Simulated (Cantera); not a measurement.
Input: 1 mol CS₂, 0.15 mol H₂O, held at 3173.15 K and 6.90 bar.

Cantera equilibrium calculation (NASA polynomials, part measured and part estimated; ideal gas, pure solids and liquids). Candidate condensed phases: C, C₆H₆, C₇H₈, C₈H₁₈, H₂O, H₂SO₄, S; 123 gas species. Rates play no part.

**Question.** What is the equilibrium state?

**Answer.** 
```json
{
 "x(CS)": "0.366",
 "x(S₂)": "0.214",
 "x(CS₂)": "0.139",
 "x(CO)": "0.0887",
 "x(S)": "0.0720",
 "x(H₂)": "0.0529",
 "x(SH)": "0.0388",
 "x(H)": "0.0229",
 "x(H₂S)": "0.00510",
 "gas_amount": "1.683 mol",
 "log10 activity of C(graphite) (absent)": "-0.69",
 "log10 activity of S(l) (absent)": "-1.82"
}
```
